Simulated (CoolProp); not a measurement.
Vapour-liquid equilibrium of n-octane (1) + p-xylene (2) at 1.41 bar; x and y are mole fractions of (1).

The numbers come from the multi-fluid Helmholtz-energy mixture model, Beckmüller 2019 and Zhou 2012; pair parameters Bell 2016 in CoolProp.

**Question.** Give the bubble temperature and the first vapour's composition at x = 0.05, 0.65, 0.95. Is there an azeotrope?

**Answer.** x = 0.05: 422.9 K, y = 0.080; x = 0.65: 413.7 K, y = 0.703; x = 0.95: 411.4 K, y = 0.957. No azeotrope shows between x = 0.05 and 0.95.

Pair parameters are fitted to limited data, so mixtures are less certain than the pure fluids.
